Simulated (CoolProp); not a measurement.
Computed with CoolProp (reference Helmholtz-energy equation of state, Penoncello 2003).

**Question.** Give the vapour pressure (kPa), liquid density (kg/m³), vapour density (kg/m³), liquid cp (kJ/(kg K)) of saturated CHF3 (R23) at -60.65, -47.05, -33.45 °C.

**Answer.** 
```csv
T (°C),p (kPa),liquid density (kg/m³),vapour density (kg/m³),liquid cp (kJ/(kg K))
-60.65,303,1360,13.1,1.29
-47.05,539,1300,22.9,1.34
-33.45,894,1240,38.0,1.41
```
